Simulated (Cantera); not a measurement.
## Catalytic stagnation flow on Pt

A jet of 1.42 % H2, 12.0 % O2, 86.5 % N2, equivalence ratio 0.059 at 300 K and 64.5 Torr hits a platinum plate 6.5 cm away at a mass flux of 0.059 kg/m²/s; the plate temperature is set and raised in steps from an oxygen-covered start.

Model: Deutschmann's 1995 Pt surface mechanism with GRI-Mech 3.0 gas chemistry, integrated in Cantera. Catalytic surfaces can have several steady states; this one follows from the mechanism file's or the stated starting coverage.

| plate T (K) | wall x H2 | wall x O2 | wall x H2O | wall x OH | θ free Pt | θ O* | θ OH* |
|---|---|---|---|---|---|---|---|
| 500 | 0.00208 | 0.107 | 0.0242 | <1e-8 | 0.0284 | 0.962 | 0.00978 |
| 550 | 0.00207 | 0.107 | 0.0240 | <1e-8 | 0.0300 | 0.964 | 0.00558 |
| 600 | 0.00206 | 0.107 | 0.0238 | <1e-8 | 0.0316 | 0.965 | 0.00348 |
| 650 | 0.00202 | 0.107 | 0.0237 | <1e-8 | 0.0339 | 0.964 | 0.00234 |
| 700 | 0.00179 | 0.107 | 0.0240 | <1e-8 | 0.0404 | 0.958 | 0.00178 |
x: mole fraction at the wall; θ: surface coverage.
